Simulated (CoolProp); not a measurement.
n-perfluorohexane along the isobar 954 kPa: Z from the reference equation and from simpler models built on Tc = 174.9 °C, pc = 1742 kPa, ω = 0.497; each cubic takes its own stable root.

Values from CoolProp's reference Helmholtz-energy equation of state, Gao 2022.

| T (°C) | phase | reference | van der Waals | Soave-Redlich-Kwong | Peng-Robinson |
|---|---|---|---|---|---|
| -52.45 | liquid | 0.09276 | 0.1677 | 0.1086 | 0.09675 |
| -36.05 | liquid | 0.08845 | 0.1592 | 0.1028 | 0.09153 |
| -19.65 | liquid | 0.08479 | 0.1520 | 0.09806 | 0.08718 |
| -3.25 | liquid | 0.08168 | 0.1461 | 0.09410 | 0.08357 |
| 13.05 | liquid | 0.07906 | 0.1412 | 0.09090 | 0.08064 |
| 29.45 | liquid | 0.07688 | 0.1372 | 0.08837 | 0.07830 |
| 45.85 | liquid | 0.07511 | 0.1341 | 0.08649 | 0.07655 |
| 62.25 | liquid | 0.07376 | (withheld) | 0.08530 | 0.07542 |
| 78.55 | liquid | 0.07286 | 0.1310 | 0.08487 | 0.07497 |
| 94.95 | liquid | 0.07247 | 0.1312 | 0.08536 | 0.07534 |
| 111.35 | liquid | 0.07276 | 0.1336 | 0.08712 | 0.07688 |
| 127.75 | liquid | 0.07411 | 0.7170 | 0.09098 | (withheld) |
| 160.45 | gas | 0.7285 | 0.7847 | 0.7422 | 0.7222 |
| 176.85 | gas | 0.7756 | 0.8089 | (withheld) | (withheld) |

**Question.** Fill in the missing entries.

**Answer.** 
- 62.25, van der Waals: 0.1320
- 127.75, Peng-Robinson: 0.08031
- 176.85, Soave-Redlich-Kwong: 0.7872
- 176.85, Peng-Robinson: 0.7680

At some of these states van der Waals gives the other phase, because its saturation line lies elsewhere.
